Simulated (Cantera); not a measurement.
What does this Cantera script print?

```python
import numpy as np
import cantera as ct

gas = ct.Solution("h2o2.yaml")
gas.TP = 300, 44000
flame = ct.CounterflowDiffusionFlame(gas, width=0.02)
flame.fuel_inlet.X, flame.fuel_inlet.T = {'H2': 1}, 600
flame.oxidizer_inlet.X, flame.oxidizer_inlet.T = {'O2': 0.17, 'N2': 0.83}, 775
flame.set_refine_criteria(ratio=3, slope=0.12, curve=0.24, prune=0.03)
show = ['OH', 'H', 'H2O', 'HO2']

rows = []
print(f"{'mdot':>8s}{'a_max':>10s}{'a_mean':>10s}{'Tmax/K':>9s}" + "".join(f"{s:>11s}" for s in show) + "   (peak mole fractions)")
for i, mdot in enumerate([0.26, 0.34, 0.44, 0.56, 0.72, 0.93, 1.2, 1.5, 2, 2.6]):  # kg/m2/s on the oxidiser side
    flame.oxidizer_inlet.mdot, flame.fuel_inlet.mdot = mdot, 0.25 * mdot
    flame.solve(loglevel=0, auto=(i == 0))
    if flame.T.max() < max(600, 775) + 100:
        print(f"{mdot:8.3g}  no burning solution found from the previous one")
        break
    dT = np.abs(np.gradient(flame.T, flame.grid))
    rows.append([flame.strain_rate("max"), flame.strain_rate("mean"), flame.T.max(),
                 *(flame.X[gas.species_index(s)].max() for s in show), max(dT[0], dT[-1]) / dT.max()])
    print(f"{mdot:8.3g}{rows[-1][0]:10.1f}{rows[-1][1]:10.1f}{rows[-1][2]:9.1f}" + "".join(f"{x:11.3e}" for x in rows[-1][3:-1]))
```

Output:

```
    mdot     a_max    a_mean   Tmax/K         OH          H        H2O        HO2   (peak mole fractions)
    0.26    1037.8     249.1   2112.5  1.714e-02  3.279e-02  2.199e-01  3.862e-05
    0.34    1356.6     325.8   2063.8  1.670e-02  3.544e-02  2.180e-01  4.210e-05
    0.44    1754.6     421.6   2019.7  1.635e-02  3.826e-02  2.167e-01  4.518e-05
    0.56    2224.1     536.6   1978.2  1.591e-02  4.102e-02  2.152e-01  4.787e-05
    0.72    2845.9     689.9   1931.7  1.532e-02  4.393e-02  2.136e-01  5.049e-05
    0.93    3688.0     891.1   1882.3  1.459e-02  4.698e-02  2.118e-01  5.331e-05
     1.2    4765.7    1149.8   1830.9  1.380e-02  4.983e-02  2.102e-01  5.609e-05
     1.5    5957.0    1437.3   1783.8  1.297e-02  5.199e-02  2.085e-01  5.822e-05
       2    7921.2    1916.4   1731.1  1.215e-02  5.524e-02  2.061e-01  6.066e-05
     2.6   10263.9    2491.3   1684.4  1.138e-02  5.822e-02  2.031e-01  6.284e-05
```

Computed with Cantera and the H2/O2 subset of GRI-Mech 3.0, which has no nitrogen chemistry. The maximum strain rate includes the flame's own expansion and is several times the mean.
